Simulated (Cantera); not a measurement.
A closed system holds: 1 mol Si, a varied amount of HCl, 58 mol H2, at 450 K and 3.40 Pa.

Method: chemical equilibrium by Gibbs-energy minimisation in Cantera with the NASA 1993 tables (ideal gas, pure condensed phases). Candidate condensed phases: Si; 19 gas species. Equilibrium is a limit: real reactors are often held back by kinetics, nucleation or transport.

Problem. At 7.6 mol HCl, list the 3 most abundant gas species with their mole fractions, and the condensed phases.

Solution. H2 0.929, HCl 0.0557, SiCl4 0.0155. Condensed: gas only.
